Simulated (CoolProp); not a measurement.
R404A along the isobar 1810 kPa: density (kg/m³) from the reference equation and from simpler models built on Tc = 72.1 °C, pc = 3735 kPa, ω = 0.293; each cubic takes its own stable root.

Model: reference Helmholtz-energy equation of state, Lemmon 2003, in CoolProp. It is a pseudo-pure fit of the blend.

```json
[
 {"T (°C)": "-1.05", "phase": "liquid", "reference": "1161", "Soave-Redlich-Kwong": "1005", "Peng-Robinson": "1139"},
 {"T (°C)": "12.55", "phase": "liquid", "reference": "1107", "Soave-Redlich-Kwong": "947.3", "Peng-Robinson": "___"},
 {"T (°C)": "26.15", "phase": "liquid", "reference": "1045", "Soave-Redlich-Kwong": "878.0", "Peng-Robinson": "995.6"},
 {"T (°C)": "66.85", "phase": "gas", "reference": "79.65", "Soave-Redlich-Kwong": "78.22", "Peng-Robinson": "___"},
 {"T (°C)": "80.45", "phase": "gas", "reference": "73.39", "Soave-Redlich-Kwong": "___", "Peng-Robinson": "73.88"},
 {"T (°C)": "94.05", "phase": "gas", "reference": "68.45", "Soave-Redlich-Kwong": "___", "Peng-Robinson": "___"},
 {"T (°C)": "107.55", "phase": "gas", "reference": "64.40", "Soave-Redlich-Kwong": "___", "Peng-Robinson": "64.87"},
 {"T (°C)": "121.15", "phase": "gas", "reference": "60.94", "Soave-Redlich-Kwong": "60.33", "Peng-Robinson": "61.36"},
 {"T (°C)": "134.75", "phase": "gas", "reference": "57.94", "Soave-Redlich-Kwong": "57.39", "Peng-Robinson": "58.31"},
 {"T (°C)": "148.35", "phase": "gas", "reference": "55.30", "Soave-Redlich-Kwong": "54.79", "Peng-Robinson": "55.62"},
 {"T (°C)": "161.85", "phase": "gas", "reference": "52.97", "Soave-Redlich-Kwong": "52.48", "Peng-Robinson": "53.24"},
 {"T (°C)": "175.45", "phase": "gas", "reference": "50.85", "Soave-Redlich-Kwong": "___", "Peng-Robinson": "51.08"},
 {"T (°C)": "189.05", "phase": "gas", "reference": "48.94", "Soave-Redlich-Kwong": "48.49", "Peng-Robinson": "49.13"}
]
```

**Question.** Complete the blanks.

**Answer.** 
- 12.55, Peng-Robinson: 1074
- 66.85, Peng-Robinson: 79.99
- 80.45, Soave-Redlich-Kwong: 72.38
- 94.05, Soave-Redlich-Kwong: 67.65
- 94.05, Peng-Robinson: 68.95
- 107.55, Soave-Redlich-Kwong: 63.72
- 175.45, Soave-Redlich-Kwong: 50.39
